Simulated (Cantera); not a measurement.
What does this Cantera script print?

```python
import numpy as np
import cantera as ct

gas_names = """
    H HNO HNO2 HNO3 HO2 H2 H2O H2O2 N NH NH2 NH3 NH2OH NO NO2 NO3 N2 N2H2 N2H4 N2O O OH O2 O3
""".split()
cond_names = """
    H2O(s) H2O(L)
""".split()


# ... load() reads the species with a 1 bar reference pressure and builds the phases ...
atoms = {
    'N2O': {'N': 2, 'O': 1},
    'H2O': {'H': 2, 'O': 1},
    'O2': {'O': 2},
}
top_T = {}  # K; cautious upper limits of use, not melting points


# ... equilibrate(T, P, feed) seeds the gas with the atoms and calls Mixture.equilibrate('TP', solver="vcs", rtol=1e-11, max_steps=5000) ...
results = []
feed = {'N2O': 1, 'H2O': 0.19, 'O2': 0.42}  # mol
P = 81000  # Pa
for T in [1075, 1275, 1475, 1675, 1875, 2075, 2275, 2475, 2675, 2875]:
    mix = equilibrate(T, P, feed)
    results.append((T, P, feed, dict(zip(mix.species_names, mix.species_moles))))

top = {s: max(r[3][s] / sum(r[3][g] for g in gas_names) for r in results) for s in gas_names}
cols = sorted((s for s in top if top[s] > 0.0001), key=lambda s: -top[s])[:6]
seen = [c for c in cond_names if any(r[3].get(c, 0) > 1e-12 for r in results)]
print("log10 of partial pressures in bar; condensed amounts in mol")
print(f"{'T/K':>10s}" + "".join(f"{s[:9]:>10s}" for s in cols + seen))
for T, P, feed, n in results:
    ng = sum(n[g] for g in gas_names)
    print(f"{T:10.4g}" + "".join(f"{np.log10(max(n[s] / ng * P / 1e5, 1e-99)):10.3f}" for s in cols)
          + "".join(f"{n.get(c, 0):10.4g}" for c in seen))
```

It prints:

```
log10 of partial pressures in bar; condensed amounts in mol
       T/K        N2        O2       H2O         O        NO        OH
      1075    -0.416    -0.452    -1.137    -9.108    -4.215    -6.359
      1275    -0.416    -0.452    -1.137    -7.178    -3.518    -5.119
      1475    -0.416    -0.453    -1.137    -5.768    -3.010    -4.215
      1675    -0.417    -0.454    -1.138    -4.693    -2.624    -3.527
      1875    -0.419    -0.456    -1.140    -3.847    -2.322    -2.987
      2075    -0.421    -0.459    -1.146    -3.163    -2.079    -2.554
      2275    -0.425    -0.465    -1.160    -2.600    -1.882    -2.202
      2475    -0.431    -0.476    -1.185    -2.131    -1.721    -1.916
      2675    -0.440    -0.495    -1.230    -1.736    -1.590    -1.687
      2875    -0.453    -0.526    -1.307    -1.403    -1.489    -1.513
```

Cantera equilibrium calculation (NASA polynomials, part measured and part estimated; ideal gas, pure solids and liquids).
